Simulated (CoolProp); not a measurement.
A Linde-Hampson liquefier for carbon monoxide: isothermal reversible compression at 290 K from 1 atm to 15 MPa, throttling to 1 atm, return gas leaving the recuperator 0 K below the feed. Each further row changes one setting.

Computed with CoolProp (reference Helmholtz-energy equation of state, Lemmon 2006). It is a short technical equation, of lower accuracy than the large ones.

| case | liquid yield per pass | compression work (kJ/kg of gas) |
|---|---|---|
| as stated | 0.078 | 428 |
| high pressure 30 MPa | 0.112 | 490 |
| warm-end temperature 320 K | 0.057 | 475 |
| warm-end gap 5 K | 0.066 | 428 |
